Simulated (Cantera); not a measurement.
Input: 1 mol SiO₂, 1.7 mol F₂, 13 mol H₂, equilibrated at 1098 K and 0.550 bar.

These are equilibrium values from Cantera (NASA tables, ideal gas, pure condensed phases), not measurements of a reactor. Kinetics and transport are ignored.

```
species              before   after
-------------------  ------  ------
SiF₄                 0.0315   0.382
O₂                    <1e-9   0.352
HF                    0.112   0.205
H₂                    0.793   <1e-9
H₂O                  0.0631  0.0605
SiO₂(β-quartz), mol   0.550   0.251
```
Gas species are given as mole fractions.

Which change was made?
(A) F₂ from 1.7 to 2.3 mol
(B) H₂ from 13 to 0.32 mol
(C) temperature from 1098 K to 1725 K
(D) temperature from 1098 K to 1423.15 K

B, H₂ from 13 to 0.32 mol
